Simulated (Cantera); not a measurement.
Mixture: CH4 : O2 : N2 = 1 : 1.54 : 5.78 (molar parts), at 590000 Pa, adiabatic and at constant volume. Ignition delay is the time to a rise of 400 K.

Model: GRI-Mech 3.0 (53 species, 325 reactions), integrated in Cantera.

**Question.** What does this change do: pressure from 590000 Pa to 100000 Pa?

**Answer.** 
| quantity | before | after |
|---|---|---|
| delay at 1050 K | 74.0 ms | 0.521 s |
| delay at 1125 K | 24.9 ms | 0.154 s |
| delay at 1200 K | 9.11 ms | 50.0 ms |
| delay at 1275 K | 3.58 ms | 17.7 ms |
| delay at 1350 K | 1.49 ms | 6.73 ms |
| delay at 1425 K | 0.657 ms | 2.76 ms |
| apparent activation energy between 1275 and 1425 K | 170 kJ/mol | 190 kJ/mol |

**Question.** What does this change do: constant pressure in place of constant volume?

**Answer.** 
| quantity | before | after |
|---|---|---|
| delay at 1050 K | 74.0 ms | 76.5 ms |
| delay at 1125 K | 24.9 ms | 26.0 ms |
| delay at 1200 K | 9.11 ms | 9.63 ms |
| delay at 1275 K | 3.58 ms | 3.81 ms |
| delay at 1350 K | 1.49 ms | 1.60 ms |
| delay at 1425 K | 0.657 ms | 0.709 ms |
| apparent activation energy between 1275 and 1425 K | 170 kJ/mol | 170 kJ/mol |

**Question.** What does this change do: 0.021 parts H2 added?

**Answer.** 
| quantity | before | after |
|---|---|---|
| delay at 1050 K | 74.0 ms | 37.8 ms |
| delay at 1125 K | 24.9 ms | 16.0 ms |
| delay at 1200 K | 9.11 ms | 6.78 ms |
| delay at 1275 K | 3.58 ms | 2.90 ms |
| delay at 1350 K | 1.49 ms | 1.27 ms |
| delay at 1425 K | 0.657 ms | 0.579 ms |
| apparent activation energy between 1275 and 1425 K | 170 kJ/mol | 160 kJ/mol |
